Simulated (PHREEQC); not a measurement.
1 kg of water holding 0.087 mol CaCl2, 0.098 mol NaCl and 0.24 mol KCl is evaporated at 30 °C; the solids stay in contact with the brine. No CO2 enters from the air. The run lets Halite, Portlandite, Sylvite precipitate or redissolve, and no other solid.

Computed with PHREEQC (Pitzer model, pitzer.dat).

| water left (kg) | ionic strength | water activity | Sylvite (mol) | Halite (mol) |
|---|---|---|---|---|
| 1 | 0.599 | 0.985 | 0 | 0 |
| 0.6755 | 0.887 | 0.978 | 0 | 0 |
| 0.4563 | 1.31 | 0.967 | 0 | 0 |
| 0.3082 | 1.94 | 0.950 | 0 | 0 |
| 0.2082 | 2.88 | 0.924 | 0 | 0 |
| 0.1407 | 4.26 | 0.882 | 0 | 0 |
| 0.1156 | 5.18 | 0.853 | 0 | 0 |
| 0.07809 | 7.66 | 0.771 | 0.00101 | 0 |
| 0.05275 | 9.14 | 0.719 | 0.117 | 0 |
| 0.03564 | 11.0 | 0.653 | 0.177 | 0.0285 |
| 0.02407 | 13.2 | 0.583 | 0.207 | 0.0742 |
| 0.01627 | 17.3 | 0.429 | 0.225 | 0.0934 |

Sylvite from water left = 0.07809 kg; Halite from water left = 0.03564 kg.
